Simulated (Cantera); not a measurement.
Charge: 1 mol AlN, a varied amount of H2O, 1.7 mol N2, 0.15 mol O2, equilibrated at 725 K and 37.0 Pa.

These are equilibrium values from Cantera (NASA tables, ideal gas, pure condensed phases), not measurements of a reactor. Candidate condensed phases: Al, AlN, Al2O3, H2O; 35 gas species. The numbers say what is thermodynamically allowed, not how fast it happens.

x: gas mole fraction; n: condensed amount in mol.

```tsv
n(H2O) (mol)	x H2O	x N2	x H2	x NH3	n Al2O3(s)
2.7	0.306	0.449	0.245	___	0.500
3.5	0.404	0.386	0.211	___	0.500
4.4	0.485	0.333	0.182	___	0.500
5.7	0.570	0.278	0.152	___	0.500
7.3	0.642	0.232	0.126	___	0.500
9.4	0.707	0.190	0.103	___	0.500
12	0.761	0.155	0.0845	___	0.500
15	0.802	0.128	0.0698	___	0.500
20	0.847	0.0991	0.0541	___	0.500
25	0.875	0.0809	0.0441	___	0.500
```

What belongs in the gaps?


- 2.7, x NH3: 2.06e-7
- 3.5, x NH3: 1.52e-7
- 4.4, x NH3: 1.13e-7
- 5.7, x NH3: 7.92e-8
- 7.3, x NH3: 5.48e-8
- 9.4, x NH3: 3.67e-8
- 12, x NH3: 2.45e-8
- 15, x NH3: 1.67e-8
- 20, x NH3: 1.00e-8
- 25, x NH3: 6.68e-9
